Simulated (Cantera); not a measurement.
Cantera run:

```python
import numpy as np
import cantera as ct

gas_names = """
    B BH BH2 BH3 BN BO BO2 B2 B2O B2O2 B2O3 B3O3H3 H HBO HBO2 HNO HNO2 HNO3 HO2 H2 H2O H2O2 H3B3O6 N NH
    NH2 NH3 NH2OH NO NO2 NO3 N2 N2H2 N2H4 N2O O OH O2 O3
""".split()
cond_names = """
    B(b) B(L) BN(s) B2O3(L) B3O3H3(cr) H2O(s) H2O(L)
""".split()


# ... load() reads the species with a 1 bar reference pressure and builds the phases ...
atoms = {
    'B2O3': {'B': 2, 'O': 3},
    'H2O': {'H': 2, 'O': 1},
    'N2': {'N': 2},
}
top_T = {'BN(s)': 3200}  # K; cautious upper limits of use, not melting points


# ... equilibrate(T, P, feed) seeds the gas with the atoms and calls Mixture.equilibrate('TP', solver="vcs", rtol=1e-11, max_steps=5000) ...
results = []
feed = {'B2O3': 1, 'H2O': 0.61, 'N2': 17}  # mol
P = 38000  # Pa
for T in [1473, 1523, 1573, 1623, 1673, 1723, 1773]:
    mix = equilibrate(T, P, feed)
    results.append((T, P, feed, dict(zip(mix.species_names, mix.species_moles))))

top = {s: max(r[3][s] / sum(r[3][g] for g in gas_names) for r in results) for s in gas_names}
cols = sorted((s for s in top if top[s] > 0.0001), key=lambda s: -top[s])[:8]
seen = [c for c in cond_names if any(r[3].get(c, 0) > 1e-12 for r in results)]
print("log10 of partial pressures in bar; condensed amounts in mol")
print(f"{'T/K':>10s}" + "".join(f"{s[:9]:>10s}" for s in cols + seen))
for T, P, feed, n in results:
    ng = sum(n[g] for g in gas_names)
    print(f"{T:10.4g}" + "".join(f"{np.log10(max(n[s] / ng * P / 1e5, 1e-99)):10.3f}" for s in cols)
          + "".join(f"{n.get(c, 0):10.4g}" for c in seen))
```

It prints:

```
log10 of partial pressures in bar; condensed amounts in mol
       T/K        N2      HBO2       H2O      B2O3        H2   B2O3(L)
      1473    -0.437    -2.680    -1.919    -4.908    -5.032    0.9505
      1523    -0.437    -2.498    -1.940    -4.463    -4.847    0.9241
      1573    -0.438    -2.333    -1.969    -4.047    -4.679    0.8872
      1623    -0.440    -2.186    -2.011    -3.658    -4.527     0.837
      1673    -0.441    -2.057    -2.068    -3.294    -4.392    0.7699
      1723    -0.443    -1.947    -2.142    -2.952    -4.272      0.68
      1773    -0.446    -1.856    -2.237    -2.631    -4.167    0.5568
```

Cantera equilibrium calculation (NASA polynomials, part measured and part estimated; ideal gas, pure solids and liquids). Gases not in the tables: H3BO3.
